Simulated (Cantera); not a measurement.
CaCO₃ + CO₂ + H₂ (calcination and drying)

Charge: 1 mol CaCO₃, 0.042 mol CO₂, 0.041 mol H₂, equilibrated at 1330 Pa.

These are equilibrium values from Cantera (NASA tables, ideal gas, pure condensed phases), not measurements of a reactor. Candidate condensed phases: C, C₆H₆, C₇H₈, C₈H₁₈, Ca, CaCO₃, CaO, Ca(OH)₂, H₂O; 115 gas species. Rates play no part.

| T (K) | log p CO₂ | log p CO | log p H₂O | log p O₂ | log p OH | log p H₂ | log p O | n CaO(s) |
|---|---|---|---|---|---|---|---|---|
| 1675 | -1.91 | -3.30 | -3.30 | -5.80 | -5.95 | -5.21 | -7.37 | 1.00 |
| 1700 | -1.91 | -3.30 | -3.30 | -5.55 | -5.81 | -5.22 | -7.13 | 1.00 |
| 1725 | -1.91 | -3.29 | -3.30 | -5.31 | -5.68 | -5.23 | -6.89 | 1.00 |
| 1750 | -1.91 | -3.29 | -3.30 | -5.08 | -5.55 | -5.24 | -6.67 | 1.00 |
| 1775 | -1.91 | -3.28 | -3.30 | -4.87 | -5.43 | -5.24 | -6.45 | 1.000 |
| 1800 | -1.91 | -3.26 | -3.31 | -4.67 | -5.31 | -5.24 | -6.25 | 1.000 |
| 1825 | -1.91 | -3.25 | -3.31 | -4.48 | -5.20 | -5.23 | -6.06 | 1.000 |
| 1850 | -1.91 | -3.22 | -3.31 | -4.32 | -5.10 | -5.22 | -5.87 | 1.000 |
| 1875 | -1.92 | -3.20 | -3.31 | -4.17 | -5.00 | -5.20 | -5.70 | 1.000 |
| 1900 | -1.92 | -3.16 | -3.31 | -4.03 | -4.91 | -5.18 | -5.54 | 1.000 |
| 1925 | -1.92 | -3.13 | -3.32 | -3.91 | -4.82 | -5.15 | -5.39 | 1.000 |
log p: log10 of the partial pressure in bar; n: condensed amount in mol.

From 1675 K to 1925 K the condensed part is CaO(s). The main Ca-bearing gas is Ca(OH)₂ throughout.
